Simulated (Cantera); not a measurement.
Input: 1 mol B, 12 mol H2O, 3 mol N2, held at 1125 °C and 40.0 mbar.

Cantera equilibrium calculation (NASA polynomials, part measured and part estimated; ideal gas, pure solids and liquids). Candidate condensed phases: B, BN, B2O3, B3O3H3, H2O; 39 gas species. Gases not in the tables: H3BO3. The numbers say what is thermodynamically allowed, not how fast it happens.

Base state: H2O 0.667, N2 0.196, H2 0.0981, HBO2 0.0375, (HBO2)3 0.000665, B2O3 5.75e-5 (mole fractions); condensed: B2O3(l).

Task: What changes in the equilibrium state with this change: 0.22 mol HF added?

Result: 
```
species         before     after
------------  --------  --------
H2O              0.667     0.658
N2               0.196     0.193
H2              0.0981    0.0966
HF                   0    0.0121
HBO2            0.0375    0.0372
BOF                  0   0.00210
(HBO2)3       0.000665  0.000651
B2O3           5.75e-5   5.75e-5
B2O3(l), mol     0.198     0.179
```
